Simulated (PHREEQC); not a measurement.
Make-up at 38 °C: 0.0122 mol HNO3, 0.00043 mol NaCl and 0.00071 mol MnSO4 per kg of water. Closed to the air; pH follows from the charge balance.

Equilibrium calculation in PHREEQC: ion-association model, phreeqc.dat.

Precipitation was switched off in this run.

### Question
Estimate the pH.

### Answer
pH 1.97.

### Question
In which forms is S present?

### Answer
SO4-2 49 %, HSO4- 48 %, MnSO4 2.9 % of the S.

Constants without temperature data keep their 25 °C values here.
